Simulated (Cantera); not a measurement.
A perfectly stirred reactor is fed with CH4 : C2H6 : C3H8 : O2 : N2 = 1 : 0.77 : 0.19 : 3.32 : 12.5 (molar parts), equivalence ratio 1.7, at 1.00 atm; it is adiabatic with a 650 K inlet, and is followed from long to short residence time, starting on the burning branch (τ in s: 0.26, 0.086, 0.028, 0.0091, 0.003, 0.00096, 0.00031, 0.0001, 3.3e-05, 1.1e-05, 3.5e-06).

Model: GRI-Mech 3.0 (53 species, 325 reactions), integrated in Cantera.

Question: What does this change do: inlet temperature 650 to 750 K?

Answer: 
```json
[
 {"quantity": "blow-out, bracketed by the residence times tried", "before": "burning at 0.310 ms, out at 0.100 ms", "after": "burning at 0.310 ms, out at 0.100 ms"},
 {"quantity": "x(CH4) at τ = 0.260 s", "before": "0.000278", "after": "9.35e-5"},
 {"quantity": "x(C2H6) at τ = 0.260 s", "before": "2.40e-7", "after": "1.34e-7"},
 {"quantity": "x(C3H8) at τ = 0.260 s", "before": "4.12e-8", "after": "2.59e-8"},
 {"quantity": "x(CH3) at τ = 0.260 s", "before": "5.33e-5", "after": "2.79e-5"},
 {"quantity": "x(HO2) at τ = 0.260 s", "before": "7.25e-9", "after": "5.14e-9"},
 {"quantity": "x(CH4) at τ = 0.960 ms", "before": "0.00297", "after": "0.00192"},
 {"quantity": "x(C2H6) at τ = 0.960 ms", "before": "5.27e-5", "after": "3.02e-5"},
 {"quantity": "x(C3H8) at τ = 0.960 ms", "before": "7.17e-6", "after": "4.70e-6"},
 {"quantity": "x(CH3) at τ = 0.960 ms", "before": "0.00147", "after": "0.00122"},
 {"quantity": "x(HO2) at τ = 0.960 ms", "before": "1.43e-6", "after": "8.75e-7"}
]
```

Question: What does this change do: pressure from 1.00 atm to 9.87 atm?

Answer: 
| quantity | before | after |
|---|---|---|
| blow-out, bracketed by the residence times tried | burning at 0.310 ms, out at 0.100 ms | burning at 0.100 ms, out at 33.0 µs |
| x(CH4) at τ = 0.260 s | 0.000278 | 0.000435 |
| x(C2H6) at τ = 0.260 s | 2.40e-7 | 9.55e-8 |
| x(C3H8) at τ = 0.260 s | 4.12e-8 | 1.17e-8 |
| x(CH3) at τ = 0.260 s | 5.33e-5 | 2.12e-5 |
| x(HO2) at τ = 0.260 s | 7.25e-9 | 6.27e-9 |
| x(CH4) at τ = 0.960 ms | 0.00297 | 0.00700 |
| x(C2H6) at τ = 0.960 ms | 5.27e-5 | 3.29e-5 |
| x(C3H8) at τ = 0.960 ms | 7.17e-6 | 2.53e-6 |
| x(CH3) at τ = 0.960 ms | 0.00147 | 0.000690 |
| x(HO2) at τ = 0.960 ms | 1.43e-6 | 1.24e-6 |
